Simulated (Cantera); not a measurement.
Charge: 1 mol Al(CH3)3, 3.4 mol N2O, 950 mol H2, equilibrated at 2000 K and 0.000430 bar.

Equilibrium computed with Cantera from the NASA thermochemical tables; the gas is ideal and each condensed phase is pure. Candidate condensed phases: Al, AlN, Al2O3, C, C6H6, C7H8, C8H18, H2O; 148 gas species. The feed counts by its element totals alone. The tables' values for AlOH are old estimates; treat these amounts as uncertain. Kinetics and transport are ignored.

Base state: H2 0.917, H 0.0751, N2 0.00340, CO 0.00300, Al 0.000946, H2O 0.000365, Al2O 1.84e-5, AlOH 1.12e-5 (mole fractions); condensed: gas only.

Question: What changes in the equilibrium state with this change: temperature from 2000 K to 1000 K?

Answer: 
| species | before | after |
|---|---|---|
| H2 | 0.917 | 0.994 |
| N2 | 0.00340 | 0.00354 |
| CO | 0.00300 | 0.00198 |
| H | 0.0751 | 1.09e-7 |
| Al | 0.000946 | <1e-9 |
| CH4 | <1e-9 | 4.06e-5 |
| Al2O | 1.84e-5 | <1e-9 |
| AlOH | 1.12e-5 | <1e-9 |
| Al2O3(s), mol | 0 | 0.500 |
| C(graphite), mol | 0 | 1.06 |
